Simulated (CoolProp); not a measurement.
The fluid at 413.09 K and 0.244 MPa flows at 1.5 m/s in a round tube of 12.7 mm bore and 15 µm roughness, fully developed (64/Re and Nu = 3.66 if laminar; Colebrook and Gnielinski if turbulent). The same conditions are run with several fluids, on thermodynamics alone (safety and materials aside).

Values from CoolProp's reference Helmholtz-energy equation of state of each fluid (R143a: Lemmon and Jacobsen 2000; n-butane: Bücker 2006; R152A: Outcalt 1996; propane: Lemmon 2009).

```tsv
fluid	Reynolds number	Darcy friction factor	pressure drop (Pa/m)	heat-transfer coefficient (W/(m² K))	mass flow (kg/h)
R143a	7550	0.0349	18.7	___	4.14
n-butane	7870	0.0345	___	___	___
R152A	5910	___	15.7	41.0	3.26
propane	___	0.0379	___	47.9	___
```

Problem. What belongs in the gaps?

Solution. 
- R143a, heat-transfer coefficient (W/(m² K)): 50.1
- n-butane, pressure drop (Pa/m): 12.9
- n-butane, heat-transfer coefficient (W/(m² K)): 62.1
- n-butane, mass flow (kg/h): 2.89
- R152A, Darcy friction factor: 0.0370
- propane, Reynolds number: 5420
- propane, pressure drop (Pa/m): 10.7
- propane, mass flow (kg/h): 2.17

Transport values come from each fluid's own correlations; those of R143a, R152A are estimates that may be off by 10 % or more.
